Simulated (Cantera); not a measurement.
An adiabatic, constant-pressure homogeneous reactor starts with CO : H2 : CH4 : O2 : N2 = 1 : 0.057 : 0.074 : 0.805 : 3.03 (molar parts), at 1175 K and 0.987 atm. Integrator tolerance rtol = 1e-08.

Computed with Cantera and GRI-Mech 3.0 (53 species, 325 reactions).

Task: What does this change do: pressure from 0.987 atm to 1.58 atm?

Result: 
| quantity | before | after |
|---|---|---|
| time of steepest temperature rise | 0.382 ms | 0.309 ms |
| temperature at 3.00 s | 2603 K | 2631 K |
| equilibrium temperature | 2603 K | 2631 K |
| x(CO) at 3.00 s | 0.0530 (gas-phase equilibrium 0.0530) | 0.0499 (gas-phase equilibrium 0.0499) |
| x(H2) at 3.00 s | 0.00172 (gas-phase equilibrium 0.00172) | 0.00159 (gas-phase equilibrium 0.00159) |
| x(CH4) at 3.00 s | <1e-12 (gas-phase equilibrium <1e-12) | <1e-12 (gas-phase equilibrium <1e-12) |
| x(CH2) at 3.00 s | <1e-12 (gas-phase equilibrium <1e-12) | <1e-12 (gas-phase equilibrium <1e-12) |
| x(H) at 3.00 s | 0.00162 (gas-phase equilibrium 0.00162) | 0.00138 (gas-phase equilibrium 0.00138) |
| x(C2H) at 3.00 s | <1e-12 (gas-phase equilibrium <1e-12) | <1e-12 (gas-phase equilibrium <1e-12) |
| x(H2O2) at 3.00 s | 7.05e-8 (gas-phase equilibrium 7.05e-8) | 9.40e-8 (gas-phase equilibrium 9.40e-8) |
